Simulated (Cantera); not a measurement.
Feed: 1 mol Cu₂O, 5.2 mol H₂, 8.3 mol H₂O, held at 2175 K and 1.00 bar.

Method: chemical equilibrium by Gibbs-energy minimisation in Cantera with the NASA 1993 tables (ideal gas, pure condensed phases). Candidate condensed phases: Cu, CuO, Cu(OH)₂, Cu₂O, H₂O; 12 gas species. Equilibrium is a limit: real reactors are often held back by kinetics, nucleation or transport.

Base state: H₂O 0.674, H₂ 0.304, Cu 0.0191, H 0.00269, OH 0.000801, Cu₂ 0.000136 (mole fractions); condensed: Cu(l).

Problem. What changes in the equilibrium state with this change: H₂ from 5.2 to 2.7 mol?

Solution. 
```
species      before    after
----------  -------  -------
H₂O           0.674    0.826
H₂            0.304    0.151
Cu           0.0191   0.0191
H           0.00269  0.00190
O₂          4.67e-6  2.84e-5
O           4.98e-6  1.23e-5
Cu(l), mol     1.73     1.78
```

Problem. What changes in the equilibrium state with this change: Cu₂O replaced by Cr₂O₃?

Solution. 
```csv
species,before,after
H₂O,0.674,0.613
H₂,0.304,0.383
H,0.00269,0.00302
Cu,0.0191,0
CrO,0,1.99e-5
Cu₂,0.000136,0
Cr,0,1.53e-5
"Cu(l), mol",1.73,0
"Cr₂O₃(s), mol",0,1.000
```
Further candidate phases: Cr, Cr₂O₃.
